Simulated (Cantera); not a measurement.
An adiabatic, constant-pressure homogeneous reactor starts with H₂ : O₂ : N₂ = 1 : 0.617 : 2.32 (molar parts), at 1800 K and 0.355 atm.

Computed with Cantera and GRI-Mech 3.0 (53 species, 325 reactions).

Predict: time of steepest temperature rise; temperature at 8.00 s; equilibrium temperature; x(H₂) at 8.00 s; x(O₂) at 8.00 s; x(NO) at 8.00 s; x(NO₂) at 8.00 s; x(H) at 8.00 s; x(OH) at 8.00 s; x(O) at 8.00 s.


| Quantity | Result |
|---|---|
| time of steepest temperature rise | 15.4 µs |
| temperature at 8.00 s | 2788 K |
| equilibrium temperature | 2788 K |
| x(H₂) at 8.00 s | 0.0386 (gas-phase equilibrium 0.0386) |
| x(O₂) at 8.00 s | 0.0339 (gas-phase equilibrium 0.0339) |
| x(NO) at 8.00 s | 0.0130 (gas-phase equilibrium 0.0130) |
| x(NO₂) at 8.00 s | 2.13e-6 (gas-phase equilibrium 2.13e-6) |
| x(H) at 8.00 s | 0.0258 (gas-phase equilibrium 0.0258) |
| x(OH) at 8.00 s | 0.0379 (gas-phase equilibrium 0.0379) |
| x(O) at 8.00 s | 0.0160 (gas-phase equilibrium 0.0160) |
